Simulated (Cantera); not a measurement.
## Silicon carbide growth: SiH4 + C2H4 + H2

A closed system holds: 1 mol SiH4, 0.66 mol C2H4, 390 mol H2, at 0.00133 bar.

Cantera equilibrium calculation (NASA polynomials, part measured and part estimated; ideal gas, pure solids and liquids). Candidate condensed phases: C, C6H6, C7H8, C8H18, Si, SiC; 87 gas species. Rates play no part.

From 1202 °C to 1702 °C the condensed part is C(graphite) + SiC(s). At 1802 °C the condensed part is C(graphite). From 1902 °C to 2002 °C nothing is condensed. The main Si-bearing gas is Si throughout.

```
T (°C)   x H2       x H      x Si  x C2H2 (acetylene)    x SiC2  n C(graphite)  n SiC(s)
------  -----  --------  --------  ------------------  --------  -------------  --------
1202    1.000  0.000355   2.85e-8             6.67e-6  4.00e-11          0.313     1.000
1302    0.999   0.00114   4.15e-7             2.11e-5   1.33e-9          0.303     1.000
1402    0.997   0.00317   4.38e-6             5.79e-5   2.90e-8          0.276     0.998
1502    0.992   0.00789   3.53e-5            0.000141   4.44e-7          0.223     0.985
1602    0.982    0.0178  0.000227            0.000311   5.04e-6          0.166     0.901
1702    0.961    0.0367   0.00121            0.000624   4.45e-5          0.313     0.458
1802    0.926    0.0702   0.00220             0.00115  0.000128          0.259         0
1902    0.871     0.125   0.00218             0.00141  0.000139              0         0
2002    0.790     0.207   0.00212             0.00136  0.000121              0         0
```
x: gas mole fraction; n: condensed amount in mol.
